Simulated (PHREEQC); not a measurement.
1 kg of water holding 12 mmol/kgw MgCl2, 140 mmol/kgw KCl, 180 mmol/kgw SrCl2 and 4.5 mmol/kgw CaCl2 is evaporated at 25 °C; the solids stay in contact with the brine. No CO2 enters from the air. The run lets Bischofite, Brucite, Carnallite, Portlandite, Sylvite, MgCl2_4H2O precipitate or redissolve, and no other solid.

The numbers come from PHREEQC with the Pitzer model, pitzer.dat.

```csv
water left (kg),ionic strength,water activity,Sylvite (mol),Ca in solution (mol/kgw)
1,0.730,0.986,0,0.00450
0.8219,0.888,0.983,0,0.00548
0.6755,1.08,0.980,0,0.00666
0.4563,1.60,0.969,0,0.00986
0.375,1.95,0.962,0,0.0120
0.3082,2.37,[?],0,0.0146
0.2533,2.88,0.941,0,0.0178
0.2082,[?],0.925,0,0.0216
0.1711,[?],0.905,0,0.0263
0.1407,[?],0.879,0,0.0320
0.09502,7.68,0.797,0,0.0474
0.07809,9.15,0.744,0.0150,0.0576
0.06418,10.4,0.703,0.0648,0.0701
```

Problem. Complete the blanks.

Solution. 
- 0.3082, water activity: 0.953
- 0.2082, ionic strength: 3.50
- 0.1711, ionic strength: 4.26
- 0.1407, ionic strength: 5.19
